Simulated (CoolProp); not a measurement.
Saturated liquid density (kg/m³) of isohexane: the reference equation beside estimates from Tc = 497.7 K, pc = 3043 kPa, ω = 0.280. Rackett uses Z = 0.29056 − 0.08775 ω.

Values from CoolProp's reference Helmholtz-energy equation of state, Lemmon 2006. It is a short technical equation, of lower accuracy than the large ones.

```csv
T (K),reference,Rackett,van der Waals,Redlich-Kwong,Soave-Redlich-Kwong,Peng-Robinson
309,638.5,649.9,384.9,565.2,585.8,661.5
311,636.6,647.9,383.8,563.3,584.1,659.7
312.9,634.8,646.0,382.8,561.4,582.4,657.8
314.9,632.9,644.0,381.6,559.5,580.6,655.9
316.9,631.0,642.0,380.5,557.5,578.8,654.0
318.9,629.1,640.0,379.4,555.5,577.0,652.0
320.8,627.3,638.1,378.3,553.6,575.3,650.1
322.8,625.4,636.0,377.1,551.6,573.4,648.1
324.8,623.4,634.0,376.0,549.6,571.5,646.1
326.8,621.5,631.9,374.8,547.5,569.7,644.0
328.8,619.6,629.9,373.6,545.5,567.7,642.0
330.7,617.7,627.9,372.5,543.5,565.9,640.0
332.7,615.7,625.8,371.3,541.4,564.0,637.9
334.7,613.8,623.7,370.1,539.3,562.0,635.7
336.7,611.8,621.6,368.9,537.2,560.0,633.5
```

Absolute difference from the reference over all 15 rows, mean and median: Rackett 1.7 and 1.7 %, van der Waals 39.7 and 39.7 %, Redlich-Kwong 11.8 and 11.8 %, Soave-Redlich-Kwong 8.3 and 8.3 %, Peng-Robinson 3.6 and 3.6 %.
